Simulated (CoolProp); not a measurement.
R11 at 293.15 K and 11.8 MPa flows at 0.14 m/s in a round tube of 20 mm bore and 15 µm roughness, fully developed (64/Re and Nu = 3.66 if laminar; Colebrook and Gnielinski if turbulent). Each further row changes one setting.

Model: reference Helmholtz-energy equation of state, Jacobsen 1992, in CoolProp.

| case | Reynolds number | Darcy friction factor | pressure drop (Pa/m) | heat-transfer coefficient (W/(m² K)) | mass flow (kg/h) |
|---|---|---|---|---|---|
| as stated | [?] | [?] | 24.9 | [?] | 240 |
| velocity 0.28 m/s | 16600 | [?] | 84.8 | [?] | 480 |
| diameter 40 mm | 16600 | [?] | 10.3 | 252 | [?] |

**Question.** Some entries are withheld; supply them.

**Answer.** 
- as stated, Reynolds number: 8280
- as stated, Darcy friction factor: 0.0335
- as stated, heat-transfer coefficient (W/(m² K)): 268
- velocity 0.28 m/s, Darcy friction factor: 0.0286
- velocity 0.28 m/s, heat-transfer coefficient (W/(m² K)): 512
- diameter 40 mm, Darcy friction factor: 0.0279
- diameter 40 mm, mass flow (kg/h): 960

Viscosity comes from a separate model (Klein 1997), an estimate that may be off by 10 % or more. Thermal conductivity comes from a separate model (McLinden 2000), an estimate that may be off by 10 % or more.
